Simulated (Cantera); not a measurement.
Charge: 1 mol Al(CH₃)₃, 7.4 mol H₂O, 2.1 mol H₂, at 925 °C and 72.0 mbar.

These are equilibrium values from Cantera (NASA tables, ideal gas, pure condensed phases), not measurements of a reactor. Candidate condensed phases: Al, Al₂O₃, C, C₆H₆, C₇H₈, C₈H₁₈, H₂O; 121 gas species. The feed counts by its element totals alone. The numbers say what is thermodynamically allowed, not how fast it happens.

Base state: H₂ 0.677, CO 0.152, H₂O 0.146, CO₂ 0.0241 (mole fractions); condensed: Al₂O₃(s).

Problem. What changes in the equilibrium state with this change: Al(CH₃)₃ replaced by Al?

Solution. 
```
species        before  after
-------------  ------  -----
H₂O             0.146  0.621
H₂              0.677  0.379
CO              0.152      0
CO₂            0.0241      0
Al₂O₃(s), mol   0.500  0.500
```
